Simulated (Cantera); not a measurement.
Charge: 1 mol CuO, 2.5 mol C, 0.094 mol CO, equilibrated at 75.0 Torr.

Equilibrium computed with Cantera from the NASA thermochemical tables; the gas is ideal and each condensed phase is pure. Candidate condensed phases: C, Cu, CuO, Cu₂O; 15 gas species. The numbers say what is thermodynamically allowed, not how fast it happens.

Problem. What share of the Cu ends up in condensed phases as a function of T (K), at 1050, 1250, 1450, 1650, 1850, 2050, 2250, 2450?

Solution. 
```json
[
 {"T (K)": "1050", "Cu condensed (%)": "100.0", "as": "Cu(s)"},
 {"T (K)": "1250", "Cu condensed (%)": "100.0", "as": "Cu(s)"},
 {"T (K)": "1450", "Cu condensed (%)": "100.0", "as": "Cu(l)"},
 {"T (K)": "1650", "Cu condensed (%)": "99.9", "as": "Cu(l)"},
 {"T (K)": "1850", "Cu condensed (%)": "98.9", "as": "Cu(l)"},
 {"T (K)": "2050", "Cu condensed (%)": "92.0", "as": "Cu(l)"},
 {"T (K)": "2250", "Cu condensed (%)": "43.2", "as": "Cu(l)"},
 {"T (K)": "2450", "Cu condensed (%)": "0.0", "as": "-"}
]
```
